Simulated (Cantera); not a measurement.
Diamond growth

A diamond (100) surface in a fixed gas of H2 with x(CH4) = 0.014, x(CH3) = 0.00086, at 1275 K, 15.8 Torr; coverages are run to steady state.

Computed with Cantera and the Harris–Goodwin 1993 mechanism for the reconstructed diamond (100) surface.

```tsv
x(H)	growth (µm/h)	θ c6HH	θ c6H*	θ c6*H	θ c6**	θ c6HM
0.0001	0.0782	0.645	0.0284	0.317	0.00396	0.000560
0.00025	0.331	0.527	0.0374	0.417	0.0100	0.000792
0.00063	0.891	0.453	0.0426	0.475	0.0194	0.00102
0.0016	1.68	0.416	0.0450	0.502	0.0293	0.00123
0.0039	2.54	0.400	0.0459	0.512	0.0363	0.00134
0.0098	3.80	0.393	0.0464	0.516	0.0403	0.00135
0.025	6.10	0.390	0.0466	0.518	0.0422	0.00124
0.061	9.83	0.389	0.0468	0.519	0.0430	0.000996
0.15	14.7	0.389	0.0473	0.519	0.0434	0.000667
```
θ: site fractions in the mechanism's names (c6HH fully hydrogenated, c6H* and c6*H radical sites, c6** diradical, c6HM methylated).
